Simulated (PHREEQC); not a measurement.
Consider water at 47 °C with 1.5 mmol/kgw NH3. Closed to the air; pH follows from the charge balance.

Equilibrium calculation in PHREEQC: ion-association model, wateq4f.dat.

Each row changes one thing in this solution. No solid was allowed to form.

```json
[
 {"case": "as made", "pH": "9.55", "ionic strength (mol/kgw)": "0.000160", "NH3 (mol/kgw)": "0.00134", "NH4+ (mol/kgw)": "0.000160"},
 {"case": "diluted 10-fold with water", "pH": "9.00", "ionic strength (mol/kgw)": "4.44e-5", "NH3 (mol/kgw)": "0.000106", "NH4+ (mol/kgw)": "4.44e-5"},
 {"case": "NH3 from 0.0015 to 0.00225 mol/kgw", "pH": "9.64", "ionic strength (mol/kgw)": "0.000198", "NH3 (mol/kgw)": "0.00205", "NH4+ (mol/kgw)": "0.000198"},
 {"case": "3.3e-05 mol/kgw KF added", "pH": "9.55", "ionic strength (mol/kgw)": "0.000193", "NH3 (mol/kgw)": "0.00134", "NH4+ (mol/kgw)": "0.000160"},
 {"case": "NH3 replaced by NH4F at the same molality", "pH": "6.04", "ionic strength (mol/kgw)": "0.00150", "NH3 (mol/kgw)": "3.83e-6", "NH4+ (mol/kgw)": "0.00150"}
]
```

Constants without temperature data keep their 25 °C values here.
